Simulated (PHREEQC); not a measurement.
0.51 g of hydrous ferric oxide (600 m²/g; 0.2 weak and 0.005 strong sites per Fe, Dzombak-Morel constants, diffuse double layer) in 1 kg of water with 0.01 mol/kgw of an inert sodium salt and 0.14 mmol/kgw H3BO3 and 0.058 mmol/kgw CuSO4, at 25 °C; the pH is set by adding NaOH or the inert anion's acid. Oxygen alone is held at its pressure in air (log pO2 = -0.68). No CO2 enters from the air. Precipitation was switched off in this run.

Base run: PHREEQC, ion-association model, wateq4f.dat. Each further column changes one thing. The table gives Cu sorbed (%).

| pH | base | no electrostatic term (-no_edl) | background salt from 0.01 to 0.001 mol/kgw | oxide from 0.51 to 2.5 g/kgw | 0.00014 mol/kgw MgCl2 added |
|---|---|---|---|---|---|
| 4 | 5.2 | 7.5 | ? | 20.5 | 5.2 |
| 4.67 | 34.7 | 48.5 | 31.5 | 76.7 | 34.7 |
| 5.33 | 80.9 | 92.5 | 78.8 | ? | 80.9 |
| 6 | 98.3 | 99.6 | 98.2 | 99.9 | 98.3 |
| 6.67 | 99.9 | 100.0 | 99.9 | 100.0 | 99.9 |
| 7.33 | 99.9 | 100.0 | 99.9 | 100.0 | 99.9 |
| 8.67 | 99.9 | 99.8 | 99.9 | 100.0 | 99.9 |
| 9.33 | 99.9 | 98.0 | 99.9 | 100.0 | 99.8 |
| 10 | 99.9 | ? | 99.9 | 100.0 | 99.8 |
| 10.67 | 99.9 | 25.1 | 99.9 | 100.0 | 99.7 |
| 11.33 | 99.7 | 2.2 | 99.8 | 100.0 | 99.3 |
| 12 | 98.6 | 0.1 | 99.1 | 99.9 | 96.6 |

### Question
Fill in the missing entries.

### Answer

- 4, background salt from 0.01 to 0.001 mol/kgw: 4.4
- 5.33, oxide from 0.51 to 2.5 g/kgw: 97.8
- 10, no electrostatic term (-no_edl): 77.3

The database's constant for dissolved Cu(OH)2 is higher than later reviews accept. In at least one series the solution becomes supersaturated in solids that the run did not let form, among them Cu(OH)2.
